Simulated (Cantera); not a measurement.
Input: 1 mol HI, 1.5 mol H2O, 2.8 mol N2, 2.6 mol O2, equilibrated at 1525 °C and 55.0 Pa.

Cantera equilibrium calculation (NASA polynomials, part measured and part estimated; ideal gas, pure solids and liquids). Candidate condensed phases: H2O, I2; 27 gas species. Kinetics and transport are ignored.

Base state: N2 0.341, O2 0.283, H2O 0.239, I 0.122, OH 0.00742, NO 0.00315, O 0.00271, H2 0.00102 (mole fractions); condensed: gas only.

Q: What changes in the equilibrium state with this change: H2O from 1.5 to 0.093 mol?

A: 
| species | before | after |
|---|---|---|
| N2 | 0.341 | 0.412 |
| O2 | 0.283 | 0.343 |
| I | 0.122 | 0.148 |
| H2O | 0.239 | 0.0849 |
| H2 | 0.00102 | 0.000327 |
| H | 0.000479 | 0.000272 |

Q: What changes in the equilibrium state with this change: HI replaced by HCl?

A: 
```csv
species,before,after
N2,0.341,0.348
O2,0.283,0.312
H2O,0.239,0.201
I,0.122,0
HCl,0,0.0890
Cl,0,0.0359
HI,9.78e-5,0
H2,0.00102,0.000813
H,0.000479,0.000428
```
Further candidate phases: NH4Cl.
